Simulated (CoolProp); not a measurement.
Vapour-liquid equilibrium of R1234yf (1) + R1234ze(E) (2) at 303.3 K; x and y are mole fractions of (1).

Model: multi-fluid Helmholtz-energy mixture model, Lemmon 2022 and Thol 2016; pair parameters Bell 2022, in CoolProp.

```csv
x,bubble pressure (kPa),y at the bubble point,dew pressure at overall composition x (kPa),liquid density (mol/L)
0.05,592.9,0.066,590.0,10.02
0.2,627.0,0.247,618.0,9.927
0.35,658.6,0.409,647.0,9.834
0.5,688.8,0.559,676.8,9.739
0.65,718.2,0.700,707.7,9.642
0.8,747.4,0.833,740.0,9.542
0.95,776.9,0.959,774.6,9.440
```

No azeotrope shows between x = 0.05 and 0.95.

Pair parameters are fitted to limited data, so mixtures are less certain than the pure fluids.
